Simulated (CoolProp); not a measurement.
Vapour-liquid equilibrium of R227EA (1) + isobutane (2) at 423 kPa; x and y are mole fractions of (1).

The numbers come from the multi-fluid Helmholtz-energy mixture model, Lemmon 2016 and Bücker 2006; pair parameters Bell 2016 in CoolProp.

```
x      bubble temperature (°C)  y at the bubble point  dew temperature at overall composition x (°C)  liquid density (mol/L)
-----  -----------------------  ---------------------  ---------------------------------------------  ----------------------
0.05                      26.2                  0.167                                     (withheld)                   9.322
0.125                     21.3                  0.313                                           27.6                   9.253
0.2                 (withheld)                  0.396                                           25.1              (withheld)
0.275                     17.1                  0.448                                           22.5                   9.035
0.35                      16.2                  0.486                                           20.0                   8.922
0.425                     15.7                  0.516                                           17.7                   8.816
0.5                       15.4                  0.544                                           15.9                   8.720
0.575                     15.3                  0.573                                           15.3                   8.635
0.65                      15.4                  0.607                                           15.8                   8.560
0.725                     15.8                  0.650                                           17.0                   8.492
0.8                       16.7                  0.706                                           18.4                   8.427
0.875               (withheld)                  0.784                                           20.0                   8.360
0.95                      20.4                  0.897                                           21.6                   8.282
```

What belongs in the gaps?


- 0.05, dew temperature at overall composition x (°C): 30.0
- 0.2, bubble temperature (°C): 18.6
- 0.2, liquid density (mol/L): 9.150
- 0.875, bubble temperature (°C): 18.1

y crosses x between x = 0.5 and 0.575: the model has an azeotrope there.

The pair parameters rest on a limited set of measurements; away from them the model extrapolates.
